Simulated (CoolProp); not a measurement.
A simple Rankine cycle with cyclohexane: condensing at 299.15 K, boiler at 0.744 MPa, turbine inlet 440.5 K, turbine efficiency 0.8, pump efficiency 0.6, no recuperator. Each further row changes one setting.

The numbers come from the reference Helmholtz-energy equation of state, Zhou 2014 in CoolProp.

```json
[
 {"case": "as stated", "thermal efficiency (%)": "[?]", "net work (kJ/kg)": "[?]", "heat in (kJ/kg)": "600", "turbine exit temperature (K)": "363.0", "volume ratio over the turbine": "52.7"},
 {"case": "turbine inlet 460.5 K", "thermal efficiency (%)": "19.2", "net work (kJ/kg)": "124", "heat in (kJ/kg)": "644", "turbine exit temperature (K)": "384.8", "volume ratio over the turbine": "52.0"},
 {"case": "condensing temperature 291.15 K", "thermal efficiency (%)": "20.5", "net work (kJ/kg)": "126", "heat in (kJ/kg)": "615", "turbine exit temperature (K)": "356.6", "volume ratio over the turbine": "75.1"},
 {"case": "boiler pressure 0.521 MPa", "thermal efficiency (%)": "[?]", "net work (kJ/kg)": "110", "heat in (kJ/kg)": "608", "turbine exit temperature (K)": "372.1", "volume ratio over the turbine": "35.7"},
 {"case": "turbine efficiency 0.7", "thermal efficiency (%)": "16.9", "net work (kJ/kg)": "102", "heat in (kJ/kg)": "600", "turbine exit temperature (K)": "372.1", "volume ratio over the turbine": "54.1"}
]
```

Fill in the missing entries.


- as stated, thermal efficiency (%): 19.4
- as stated, net work (kJ/kg): 116
- boiler pressure 0.521 MPa, thermal efficiency (%): 18.0
